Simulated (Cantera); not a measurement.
Cantera run, input and output.

```python
import numpy as np
import cantera as ct

gas = ct.Solution("gri30.yaml")
gas.TPX = 675, 1000000, {'CH4': 1, 'O2': 3.77, 'N2': 14.2}
inlet = ct.Reservoir(gas, clone=True)
gas.equilibrate("HP")  # start burning
reactor = ct.IdealGasConstPressureReactor(gas, energy="on", clone=False)
exhaust = ct.Reservoir(gas, clone=True)
tau = [0.085, 0.039, 0.018, 0.0082, 0.0038, 0.0017, 0.00079, 0.00036, 0.00017, 7.6e-05, 3.5e-05][0]
for a, b in ((inlet, reactor), (reactor, exhaust)):
    ct.MassFlowController(a, b, mdot=lambda t: reactor.mass / tau)
net = ct.ReactorNet([reactor])
show = ['CH4', 'O2', 'C2H4', 'H2', 'H2O', 'NO2', 'CH3']

rows = []
print(f"{'tau/s':>10s}{'T/K':>9s}" + "".join(f"{s:>11s}" for s in show))
for tau in [0.085, 0.039, 0.018, 0.0082, 0.0038, 0.0017, 0.00079, 0.00036, 0.00017, 7.6e-05, 3.5e-05]:
    net.initial_time = 0.0
    net.advance(30 * tau)
    before = gas.X
    net.advance(40 * tau)
    drift = np.max(np.abs(gas.X - before) / (gas.X + 1e-9))
    rows.append([gas.T, *gas[show].X, drift])
    print(f"{tau:10.3e}{gas.T:9.1f}" + "".join(f"{x:11.3e}" for x in gas[show].X))
```

Result:

```
     tau/s      T/K        CH4         O2       C2H4         H2        H2O        NO2        CH3
 8.500e-02   1839.0  3.437e-06  9.320e-02  5.230e-10  1.199e-05  1.052e-01  1.602e-07  7.212e-07
 3.900e-02   1838.4  6.850e-06  9.322e-02  1.991e-09  1.566e-05  1.051e-01  1.021e-07  1.455e-06
 1.800e-02   1837.3  1.297e-05  9.327e-02  6.622e-09  2.254e-05  1.051e-01  7.782e-08  2.793e-06
 8.200e-03   1835.4  2.377e-05  9.334e-02  1.972e-08  3.523e-05  1.050e-01  7.038e-08  5.179e-06
 3.800e-03   1832.1  4.188e-05  9.348e-02  5.166e-08  5.709e-05  1.048e-01  7.159e-08  9.129e-06
 1.700e-03   1826.3  7.505e-05  9.376e-02  1.315e-07  9.728e-05  1.046e-01  7.510e-08  1.608e-05
 7.900e-04   1816.7  1.324e-04  9.427e-02  3.111e-07  1.647e-04  1.042e-01  7.376e-08  2.728e-05
 3.600e-04   1799.1  2.477e-04  9.532e-02  7.864e-07  2.897e-04  1.037e-01  6.276e-08  4.748e-05
 1.700e-04   1764.0  5.195e-04  9.764e-02  2.501e-06  5.338e-04  1.025e-01  4.360e-08  8.726e-05
 7.600e-05    675.0  5.271e-02  1.987e-01 -1.736e-17 -1.173e-16 -3.740e-15 -5.247e-20  6.260e-15
 3.500e-05    675.0  5.271e-02  1.987e-01 -3.375e-19 -2.281e-18 -7.053e-17 -1.020e-21  2.948e-15
```

Cantera simulation using GRI-Mech 3.0 (53 species, 325 reactions); the numbers are that mechanism's predictions, not measurements.
